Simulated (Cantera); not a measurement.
Input (Python, Cantera) and output of one run.

```python
import numpy as np
import cantera as ct

gas_names = """
    F FO FO2 F2 F2O H HF HOF HO2 H2 H2F2 H2O H2O2 H3F3 H4F4 H5F5 H6F6 H7F7 O OH O2 O3 Si SiF SiF2 SiF3
    SiF4 SiH SiHF3 SiH2 SiH2F2 SiH3 SiH3F SiH4 SiO SiO2 Si2 Si3
""".split()
cond_names = """
    H2O(s) H2O(L) Si(cr) Si(L) SiO2(Lqz) SiO2(hqz) SiO2(L)
""".split()


# ... load() reads the species with a 1 bar reference pressure and builds the phases ...
atoms = {
    'SiF4': {'Si': 1, 'F': 4},
    'O3': {'O': 3},
    'H2': {'H': 2},
}
top_T = {}  # K; cautious upper limits of use, not melting points


# ... equilibrate(T, P, feed) seeds the gas with the atoms and calls Mixture.equilibrate('TP', solver="vcs", rtol=1e-11, max_steps=5000) ...
results = []
T = 873.15  # K
P = 8.2  # Pa
for m in [11, 16, 21, 27, 32, 37, 43, 48, 53, 58, 64, 69, 74]:
    feed = {'SiF4': 1, 'O3': 9.5, 'H2': m}  # mol
    mix = equilibrate(T, P, feed)
    results.append((T, P, feed, dict(zip(mix.species_names, mix.species_moles))))

top = {s: max(r[3][s] / sum(r[3][g] for g in gas_names) for r in results) for s in gas_names}
cols = sorted((s for s in top if top[s] > 0.001), key=lambda s: -top[s])[:8]
seen = [c for c in cond_names if any(r[3].get(c, 0) > 1e-12 for r in results)]
print("log10 of partial pressures in bar; condensed amounts in mol")
print(f"{'n(H2)':>10s}" + "".join(f"{s[:9]:>10s}" for s in cols + seen))
for T, P, feed, n in results:
    ng = sum(n[g] for g in gas_names)
    print(f"{feed['H2']:10.4g}" + "".join(f"{np.log10(max(n[s] / ng * P / 1e5, 1e-99)):10.3f}" for s in cols)
          + "".join(f"{n.get(c, 0):10.4g}" for c in seen))
```

Output:

```
log10 of partial pressures in bar; condensed amounts in mol
     n(H2)       H2O        H2        O2        HF SiO2(hqz)
        11    -4.469   -14.165    -4.482    -4.822    0.9996
        16    -4.325   -13.923    -4.675    -4.869    0.9999
        21    -4.235   -13.701    -4.939    -4.911    0.9999
        27    -4.162   -13.255    -5.685    -4.958         1
        32    -4.194    -5.074   -22.114    -5.016         1
        37    -4.254    -4.748   -22.884    -5.075         1
        43    -4.316    -4.578   -23.348    -5.137         1
        48    -4.362    -4.495   -23.606    -5.183         1
        53    -4.403    -4.437   -23.804    -5.224         1
        58    -4.441    -4.395   -23.965    -5.262         1
        64    -4.482    -4.356   -24.126    -5.304         1
        69    -4.514    -4.330   -24.240    -5.335         1
        74    -4.544    -4.309   -24.342    -5.365         1
```

Method: chemical equilibrium by Gibbs-energy minimisation in Cantera with the NASA 1993 tables (ideal gas, pure condensed phases).
